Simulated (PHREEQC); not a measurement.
Consider water at 20 °C with 0.0037 mol/kgw NiCl2, 0.016 mol/kgw FeCl2 and 9.8e-05 mol/kgw K2SiO3. Closed to the air; pH follows from the charge balance.

Model: ion-association model, wateq4f.dat, run in PHREEQC.

This is a speciation only: nothing precipitates in the calculation.

**Question.** Predict the pH.

**Answer.** pH 7.96.

**Question.** In which forms is Fe present?

**Answer.** Fe+2 97 %, FeCl+ 2.4 %, FeOH+ 1.1 % of the Fe.

Saturation is exceeded, for instance for Ni(OH)2; the values hold only as long as no solid forms.
